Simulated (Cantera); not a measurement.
Input: 1 mol Al, a varied amount of Cl2, 4.3 mol H2, at 700 K and 17.0 mbar.

Cantera equilibrium calculation (NASA polynomials, part measured and part estimated; ideal gas, pure solids and liquids). Candidate condensed phases: Al, AlCl3; 12 gas species. The tables' values for AlCl2 are old estimates; treat these amounts as uncertain. The numbers say what is thermodynamically allowed, not how fast it happens.

x: gas mole fraction; n: condensed amount in mol.

```
n(Cl2) (mol)    x HCl    x H2  x AlCl3   x Cl2  x Al2Cl6  n Al(s)
------------  -------  ------  -------  ------  --------  -------
0.94          4.29e-7   0.881    0.110  <1e-12   0.00896    0.373
1.1           4.43e-7   0.864    0.125  <1e-12    0.0114    0.267
1.3           4.56e-7   0.844    0.141  <1e-12    0.0146    0.133
1.6            0.0377   0.791    0.154  <1e-12    0.0174        0
1.9             0.143   0.695    0.147  <1e-12    0.0158        0
2.3               [?]     [?]    0.138  <1e-12       [?]        0
2.8             0.399   0.460    0.129  <1e-12    0.0122        0
3.3             0.512   0.356    0.121  <1e-12    0.0107        0
4               0.647   0.233    0.111  <1e-12   0.00909        0
4.7               [?]     [?]    0.103  <1e-12       [?]        0
5.7             0.890  0.0106   0.0932  <1e-12   0.00638        0
6.8             0.816  <1e-12   0.0844  0.0948   0.00523        0
```

Question: What belongs in the gaps?

Answer: 
- 4.7, x HCl: 0.759
- 4.7, x H2: 0.130
- 4.7, x Al2Cl6: 0.00780
- 2.3, x HCl: 0.266
- 2.3, x H2: 0.582
- 2.3, x Al2Cl6: 0.0140
